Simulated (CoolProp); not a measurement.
A simple Rankine cycle with isobutane: condensing at 294.15 K, boiler at 3.14 MPa, turbine inlet 549.1 K, turbine efficiency 0.85, pump efficiency 0.7, no recuperator. Each further row changes one setting.

Model: reference Helmholtz-energy equation of state, Bücker 2006, in CoolProp.

```tsv
case	thermal efficiency (%)	net work (kJ/kg)	heat in (kJ/kg)	turbine exit temperature (K)	volume ratio over the turbine
as stated	14.8	129	873	486.5	9.83
turbine inlet 569.1 K	14.6	136	932	506.7	9.74
condensing temperature 286.15 K	16.0	143	892	480.5	12.5
boiler pressure 2.2 MPa	12.8	114	886	497.5	6.81
turbine efficiency 0.75	13.0	113	873	492.8	9.96
```
